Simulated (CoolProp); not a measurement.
A simple Rankine cycle with n-perfluorohexane: condensing at 319.15 K, boiler at 0.749 MPa, turbine inlet 445.4 K, turbine efficiency 0.75, pump efficiency 0.6, no recuperator. Each further row changes one setting.

Computed with CoolProp (reference Helmholtz-energy equation of state, Gao 2022).

```tsv
case	thermal efficiency (%)	net work (kJ/kg)	heat in (kJ/kg)	turbine exit temperature (K)	volume ratio over the turbine
as stated	8.5	16.9	198	421.1	12.3
condensing temperature 311.15 K	9.3	19.2	207	418.5	16.7
boiler pressure 0.524 MPa	7.4	14.9	201	425.8	8.16
turbine efficiency 0.65	7.3	14.6	198	423.4	12.4
```
